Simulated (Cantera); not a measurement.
# Ignition delay

Mixture: CH4 : C2H6 : O2 : N2 = 1 : 0.23 : 2.83 : 10.7 (molar parts), at 0.340 bar, adiabatic and at constant pressure. Ignition delay is the time to a rise of 400 K.

Model: GRI-Mech 3.0 (53 species, 325 reactions), integrated in Cantera.

```json
[
 {"T0 (K)": "1100", "delay (ms)": "30.2"},
 {"T0 (K)": "1200", "delay (ms)": "5.46"},
 {"T0 (K)": "1300", "delay (ms)": "1.72"},
 {"T0 (K)": "1400", "delay (ms)": "0.714"},
 {"T0 (K)": "1500", "delay (ms)": "0.335"},
 {"T0 (K)": "1600", "delay (ms)": "0.173"},
 {"T0 (K)": "1700", "delay (ms)": "0.0985"},
 {"T0 (K)": "1800", "delay (ms)": "0.0612"}
]
```

apparent activation energy between 1600 and 1800 K: 120 kJ/mol
